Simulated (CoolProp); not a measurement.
A single-stage vapour-compression cycle with the fluid: evaporating at 267.15 K (dew point), condensing at 293.15 K (bubble point), superheat 8 K, subcooling 2 K, compressor efficiency 0.6, no pressure losses. The same conditions are run with several fluids, on thermodynamics alone (safety and materials aside).

Values from CoolProp's reference Helmholtz-energy equation of state of each fluid (R1336mzz(E): Akasaka 2023; R1224YDZ: Akasaka 2023; c-C4F8 (RC318): Platzer 1990; R404A: Lemmon 2003; R123: Younglove 1994; isobutene: Lemmon 2005). The equations of Platzer and Polt are older, rougher fits. Blends and air are pseudo-pure fits.

| fluid | cooling COP | pressure ratio | discharge temperature (K) | refrigerating effect (kJ/kg) | volumetric capacity (kJ/m³) |
|---|---|---|---|---|---|
| R1336mzz(E) | 5.60 | 2.90 | 307.7 | (withheld) | 565 |
| R1224YDZ | 5.69 | (withheld) | 313.9 | 158 | (withheld) |
| c-C4F8 (RC318) | 5.47 | 2.62 | 300.8 | 97.1 | 895 |
| R404A | 5.21 | 2.22 | 314.6 | 145 | 3450 |
| R123 | 5.74 | 3.07 | 319.2 | 165 | 276 |
| isobutene | 5.68 | 2.48 | 316.5 | 348 | 937 |

Q: Some entries are withheld; supply them.

A: 
- R1336mzz(E), refrigerating effect (kJ/kg): 137
- R1224YDZ, pressure ratio: 2.93
- R1224YDZ, volumetric capacity (kJ/m³): 443
